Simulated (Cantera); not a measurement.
## Ignition delay

Mixture: H2 : O2 : N2 : NO = 1 : 0.562 : 2.11 : 0.015 (molar parts), at 4.93 atm, adiabatic and at constant pressure. Ignition delay is the time to a rise of 400 K.

Cantera simulation using GRI-Mech 3.0 (53 species, 325 reactions); the numbers are that mechanism's predictions, not measurements. The hydrogen kinetics of GRI-Mech 3.0 are dated; newer H2 mechanisms differ, most at raised pressure. The mechanism lacks 2 NO + O2 → 2 NO2 and HONO, so NO2 and the effect of NO are under-described below about 1400 K. Below about 950 K walls govern HO2 and H2O2 in real vessels.

```csv
T0 (K),delay (ms)
925,0.264
1000,0.103
1075,0.0415
1150,0.0190
1225,0.0103
1300,0.00642
1375,0.00447
1450,0.00334
```

```
Item                                                   Result
--------------------------------------------------  ---------
apparent activation energy between 1300 and 1450 K  68 kJ/mol
```
